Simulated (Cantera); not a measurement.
Input (Python, Cantera) and output of one run.

```python
import numpy as np
import cantera as ct

gas_names = """
    CL CLO CL2 H HCL HOCL HO2 H2 H2O H2O2 O OH O2 O3 Ti TiCL TiCL2 TiCL3 TiCL4 TiO TiOCL TiOCL2 TiO2
""".split()
cond_names = """
    H2O(s) H2O(L) Ti(a) Ti(b) Ti(L) TiCL2(s) TiCL3(s) TiCL4(L) TiO(a) TiO(b) TiO(L) TiO2(ru) TiO2(L)
    Ti2O3(a) Ti2O3(b) Ti2O3(L) Ti3O5(a) Ti3O5(b) Ti3O5(L) Ti4O7(s) Ti4O7(L)
""".split()


# ... load() reads the species with a 1 bar reference pressure and builds the phases ...
atoms = {
    'TiO2': {'Ti': 1, 'O': 2},
    'Cl2': {'CL': 2},
    'H2': {'H': 2},
}
top_T = {'TiCL2(s)': 1300, 'TiCL3(s)': 1000}  # K; cautious upper limits of use, not melting points


# ... equilibrate(T, P, feed) seeds the gas with the atoms and calls Mixture.equilibrate('TP', solver="vcs", rtol=1e-11, max_steps=5000) ...
results = []
feed = {'TiO2': 1, 'Cl2': 4.5, 'H2': 2.3}  # mol
P = 100000  # Pa
for T in [1223, 1273, 1323, 1373, 1423, 1473, 1523, 1573, 1623]:
    mix = equilibrate(T, P, feed)
    results.append((T, P, feed, dict(zip(mix.species_names, mix.species_moles))))
    x = sorted(zip(gas.X, gas.species_names), reverse=True)
    print(f"T = {T:g} K  P = {P:g} Pa  gas = {mix.phase_moles(0):.4g} mol")
    print("   x: " + "  ".join(f"{s} {v:.3e}" for v, s in x if v > 1e-06))
    print("   condensed (mol): " + ("  ".join(f"{mix.phase(i).name} {mix.phase_moles(i):.4g}"
          for i in range(1, mix.n_phases) if mix.phase_moles(i) > 1e-12) or "none"))
```

It prints:

```
T = 1223 K  P = 100000 Pa  gas = 6.798 mol
   x: HCL 6.688e-01  CL2 3.201e-01  H2O 3.929e-03  CL 3.384e-03  TiCL4 2.898e-03  O2 9.290e-04  HOCL 4.800e-06  CLO 3.886e-06
   condensed (mol): TiO2(ru) 0.9803
T = 1273 K  P = 100000 Pa  gas = 6.805 mol
   x: HCL 6.680e-01  CL2 3.175e-01  CL 5.467e-03  H2O 3.982e-03  TiCL4 3.493e-03  O2 1.495e-03  CLO 7.278e-06  HOCL 6.477e-06
   condensed (mol): TiO2(ru) 0.9762
T = 1323 K  P = 100000 Pa  gas = 6.815 mol
   x: HCL 6.670e-01  CL2 3.140e-01  CL 8.504e-03  TiCL4 4.246e-03  H2O 3.977e-03  O2 2.246e-03  CLO 1.277e-05  HOCL 8.403e-06
   condensed (mol): TiO2(ru) 0.9711
T = 1373 K  P = 100000 Pa  gas = 6.83 mol
   x: HCL 6.656e-01  CL2 3.093e-01  CL 1.279e-02  TiCL4 5.172e-03  H2O 3.932e-03  O2 3.189e-03  CLO 2.116e-05  HOCL 1.054e-05  OH 1.628e-06
   condensed (mol): TiO2(ru) 0.9647
T = 1423 K  P = 100000 Pa  gas = 6.851 mol
   x: HCL 6.637e-01  CL2 3.031e-01  CL 1.863e-02  TiCL4 6.273e-03  O2 4.318e-03  H2O 3.862e-03  CLO 3.337e-05  HOCL 1.286e-05  OH 2.872e-06
   condensed (mol): TiO2(ru) 0.957
T = 1473 K  P = 100000 Pa  gas = 6.878 mol
   x: HCL 6.613e-01  CL2 2.954e-01  CL 2.639e-02  TiCL4 7.538e-03  O2 5.615e-03  H2O 3.778e-03  CLO 5.035e-05  HOCL 1.531e-05  OH 4.840e-06
   condensed (mol): TiO2(ru) 0.9481
T = 1523 K  P = 100000 Pa  gas = 6.913 mol
   x: HCL 6.580e-01  CL2 2.858e-01  CL 3.638e-02  TiCL4 8.945e-03  O2 7.053e-03  H2O 3.690e-03  CLO 7.298e-05  HOCL 1.784e-05  OH 7.836e-06  TiOCL2 1.903e-06  TiCL3 1.701e-06
   condensed (mol): TiO2(ru) 0.9381
T = 1573 K  P = 100000 Pa  gas = 6.958 mol
   x: HCL 6.539e-01  CL2 2.744e-01  CL 4.891e-02  TiCL4 1.045e-02  O2 8.587e-03  H2O 3.603e-03  CLO 1.020e-04  HOCL 2.037e-05  OH 1.224e-05  TiOCL2 4.343e-06  TiCL3 3.524e-06
   condensed (mol): TiO2(ru) 0.9272
T = 1623 K  P = 100000 Pa  gas = 7.013 mol
   x: HCL 6.489e-01  CL2 2.610e-01  CL 6.422e-02  TiCL4 1.200e-02  O2 1.016e-02  H2O 3.521e-03  CLO 1.376e-04  HOCL 2.284e-05  OH 1.852e-05  TiOCL2 9.374e-06  TiCL3 6.963e-06  O 1.917e-06
   condensed (mol): TiO2(ru) 0.9157
```

Cantera equilibrium calculation (NASA polynomials, part measured and part estimated; ideal gas, pure solids and liquids).
